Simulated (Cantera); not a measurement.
A Cantera script and its output.

```python
import numpy as np
import cantera as ct

gas = ct.Solution("gri30.yaml", transport_model="mixture-averaged")
show = ['NH3', 'H', 'C2H2']

rows = []
print(f"{'T/K':>7s}{'rho':>11s}{'cp':>10s}{'mu':>11s}{'lambda':>11s}{'Pr':>7s}" + "".join(f"{'D_' + s:>11s}" for s in show))
for T in [400, 500, 600, 700, 800, 900, 1000, 1100]:
    gas.TPX = T, 500000, {'O2': 0.2}
    Pr = gas.cp_mass * gas.viscosity / gas.thermal_conductivity
    D = [gas.mix_diff_coeffs_mole[gas.species_index(s)] for s in show]
    rows.append([gas.density, gas.cp_mass, gas.viscosity, gas.thermal_conductivity, Pr, *D])
    print(f"{T:7g}{gas.density:11.4e}{gas.cp_mass:10.1f}{gas.viscosity:11.4e}"
          f"{gas.thermal_conductivity:11.4e}{Pr:7.3f}" + "".join(f"{d:11.4e}" for d in D))
print("SI units: kg/m3, J/kg/K, Pa s, W/m/K, m2/s")
```

Result:

```
    T/K        rho        cp         mu     lambda     Pr      D_NH3        D_H     D_C2H2
    400 4.8106e+00     941.4 2.5629e-05 3.3852e-02  0.713 7.8091e-06 4.3054e-05 5.6754e-06
    500 3.8485e+00     971.4 3.0045e-05 4.1143e-02  0.709 1.1822e-05 6.3519e-05 8.4227e-06
    600 3.2071e+00    1002.6 3.4077e-05 4.8204e-02  0.709 1.6464e-05 8.6894e-05 1.1567e-05
    700 2.7489e+00    1031.1 3.7824e-05 5.4969e-02  0.709 2.1684e-05 1.1298e-04 1.5080e-05
    800 2.4053e+00    1054.7 4.1353e-05 6.1440e-02  0.710 2.7442e-05 1.4162e-04 1.8940e-05
    900 2.1380e+00    1073.7 4.4705e-05 6.7643e-02  0.710 3.3707e-05 1.7269e-04 2.3129e-05
   1000 1.9242e+00    1090.2 4.7912e-05 7.3608e-02  0.710 4.0454e-05 2.0609e-04 2.7633e-05
   1100 1.7493e+00    1102.7 5.0995e-05 7.9365e-02  0.709 4.7661e-05 2.4173e-04 3.2439e-05
SI units: kg/m3, J/kg/K, Pa s, W/m/K, m2/s
```

Detailed kinetics in Cantera: GRI-Mech 3.0 (53 species, 325 reactions).
